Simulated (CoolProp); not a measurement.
Properties of hydrogen sulfide along the isobar 7290 kPa (Tc = 100.0 °C, pc = 8999 kPa, ω = 0.101).

Computed with CoolProp (reference Helmholtz-energy equation of state, Lemmon 2006). It is a short technical equation, of lower accuracy than the large ones.

```tsv
T (°C)	phase	density (kg/m³)	cv (kJ/(kg K))	Joule-Thomson coefficient (K/MPa)	isothermal compressibility (1/MPa)	fugacity coefficient
-44.45	liquid	928.5	1.192	-0.3093	0.001126	0.03221
-19.75	liquid	883.5	1.142	-0.2590	0.001543	0.07965
5.05	liquid	834.1	1.104	-0.1732	0.002232	0.1622
29.75	liquid	778.1	1.076	-0.02471	0.003518	0.2841
54.55	liquid	(withheld)	1.058	0.2665	0.006598	0.4446
79.25	liquid	609.1	1.067	1.085	0.02104	0.6317
104.05	gas	122.7	0.9931	10.45	(withheld)	0.7432
128.75	gas	100.0	(withheld)	8.939	0.1967	0.7933
153.55	gas	87.25	0.9054	7.737	0.1758	0.8312
178.25	gas	78.46	0.8949	6.774	0.1647	0.8606
203.05	gas	71.78	0.8920	5.980	0.1577	0.8843
227.75	gas	66.47	0.8937	5.318	(withheld)	(withheld)
```

Question: Fill in the missing entries.

Answer: 
- 54.55, density (kg/m³): 709.5
- 104.05, isothermal compressibility (1/MPa): 0.2540
- 128.75, cv (kJ/(kg K)): 0.9304
- 227.75, isothermal compressibility (1/MPa): 0.1530
- 227.75, fugacity coefficient: 0.9034
